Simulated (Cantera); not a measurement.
Feed: 1 mol H₂S, 0.15 mol H₂, a varied amount of O₂, at 1725 K and 99.0 Pa.

These are equilibrium values from Cantera (NASA tables, ideal gas, pure condensed phases), not measurements of a reactor. Candidate condensed phases: H₂O, H₂SO₄, S; 19 gas species. Kinetics and transport are ignored.

x: gas mole fraction; nothing condenses.

| n(O₂) (mol) | x H₂ | x H₂O | x S₂ | x SO₂ | x SO | x H₂S | x SH |
|---|---|---|---|---|---|---|---|
| 0.019 | 0.651 | 0.0211 | 0.284 | 0.000164 | 0.00161 | 0.0154 | 0.0151 |
| 0.03 | 0.639 | 0.0329 | 0.283 | 0.000415 | 0.00256 | 0.0151 | 0.0150 |
| 0.047 | 0.621 | … | 0.282 | … | … | 0.0146 | 0.0147 |
| 0.075 | 0.593 | … | 0.280 | … | … | 0.0139 | 0.0143 |
| 0.12 | 0.551 | 0.119 | 0.275 | 0.00720 | 0.0106 | 0.0128 | 0.0137 |
| 0.19 | 0.493 | 0.172 | 0.265 | 0.0184 | 0.0168 | 0.0112 | 0.0127 |
| 0.29 | 0.427 | 0.230 | 0.245 | 0.0422 | 0.0249 | 0.00936 | 0.0114 |
| 0.46 | 0.345 | 0.292 | 0.205 | 0.0957 | 0.0358 | 0.00692 | 0.00936 |

Q: What belongs in the gaps?

A: 
- 0.075, x H₂O: 0.0784
- 0.075, x SO₂: 0.00272
- 0.075, x SO: 0.00653
- 0.047, x H₂O: 0.0507
- 0.047, x SO₂: 0.00104
- 0.047, x SO: 0.00404
